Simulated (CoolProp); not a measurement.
The fluid at 527.22 K and 5.66 MPa is throttled through a valve to 0.193 MPa with no heat exchange. The same conditions are run with several fluids, on thermodynamics alone (safety and materials aside).

Model: reference Helmholtz-energy equation of state of each fluid (m-xylene: Zhou 2012; benzene: Thol 2012; decamethylcyclopentasiloxane (D5): Thol 2019; tetradecamethylhexasiloxane (MD4M): Thol 2019; n-undecane: Aleksandrov 2011), in CoolProp.

Rank m-xylene, benzene, decamethylcyclopentasiloxane (D5), tetradecamethylhexasiloxane (MD4M), n-undecane by temperature change (K), highest first.

tetradecamethylhexasiloxane (MD4M) (+0.5), decamethylcyclopentasiloxane (D5) (-13.4), n-undecane (-30.1), m-xylene (-89.2), benzene (-151.5)

```tsv
fluid	final phase	final density (kg/m³)
m-xylene	two-phase, vapour fraction 0.662	9.08
benzene	two-phase, vapour fraction 0.925	5.51
decamethylcyclopentasiloxane (D5)	two-phase, vapour fraction 0.282	65.0
tetradecamethylhexasiloxane (MD4M)	liquid	646
n-undecane	two-phase, vapour fraction 0.377	21.2
```
